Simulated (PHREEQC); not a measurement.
Solution (25 °C): 0.48 mol/kgw NH4F and 0.036 mol/kgw NaOH. It is in equilibrium with CO2 at log p = -1 (atm). Otherwise closed; pH follows from the charge balance.

All values are PHREEQC results (ion-association model, wateq4f.dat), not measurements.

```
Quantity                  Result
-----------------  -------------
pH                          7.18
ionic strength     0.509 mol/kgw
activity of water          0.983
total alkalinity     36.0 meq/kg
```

```csv
species,molality,activity,log γ
NH4+,0.477,0.350,-0.134
F-,0.476,0.301,-0.200
HCO3-,0.0326,0.0226,-0.161
Na+,0.0322,0.0228,-0.150
NaF,0.00351,0.00395,0.051
CO2,0.00303,0.00341,0.051
NH3,0.00302,0.00302,0.000
NaHCO3,0.000257,0.000289,0.051
CO3-2,7.04e-5,1.60e-5,-0.643
HF2-,5.44e-5,3.43e-5,-0.200
HF,2.64e-5,2.98e-5,0.051
NaCO3-,9.86e-6,6.81e-6,-0.161
OH-,2.36e-7,1.49e-7,-0.200
H+,8.64e-8,6.60e-8,-0.117
H2F2,2.05e-9,2.31e-9,0.051
```

This is a speciation only: nothing precipitates in the calculation. Complexes and solids missing from the database can't appear. Carbamate, which ammonia and carbonate form, is missing from the database.
